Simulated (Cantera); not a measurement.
A perfectly stirred reactor is fed with CH4 : H2 : O2 : N2 = 1 : 0.18 : 1.9 : 7.14 (molar parts), equivalence ratio 1.1, at 17.0 bar; it is adiabatic with a 350 K inlet, and is followed from long to short residence time, starting on the burning branch (τ in s: 0.024, 0.0093, 0.0036, 0.0014, 0.00053, 0.0002, 7.8e-05, 3e-05, 1.2e-05, 4.5e-06).

Detailed kinetics in Cantera: GRI-Mech 3.0 (53 species, 325 reactions). The pressure lies above the range GRI-Mech 3.0 was tuned for (to about 10 atm).

**Question.** Predict: blow-out, bracketed by the residence times tried; x(CH4) at τ = 24.0 ms; x(H2) at τ = 24.0 ms; x(O2) at τ = 24.0 ms; x(HO2) at τ = 24.0 ms; x(N2O) at τ = 24.0 ms; x(CH4) at τ = 0.200 ms; x(H2) at τ = 0.200 ms; x(O2) at τ = 0.200 ms; x(HO2) at τ = 0.200 ms; x(N2O) at τ = 0.200 ms.

**Answer.** 
```json
{
  "blow_out_bracketed_by_the_residence_times_tried": "burning at 78.0 µs, out at 30.0 µs",
  "x(CH4) at τ = 24.0 ms": "1.58e-5",
  "x(H2) at τ = 24.0 ms": "0.0125",
  "x(O2) at τ = 24.0 ms": "0.000148",
  "x(HO2) at τ = 24.0 ms": "9.50e-8",
  "x(N2O) at τ = 24.0 ms": "5.95e-8",
  "x(CH4) at τ = 0.200 ms": "0.000268",
  "x(H2) at τ = 0.200 ms": "0.0140",
  "x(O2) at τ = 0.200 ms": "0.00339",
  "x(HO2) at τ = 0.200 ms": "4.72e-6",
  "x(N2O) at τ = 0.200 ms": "2.56e-7"
}
```
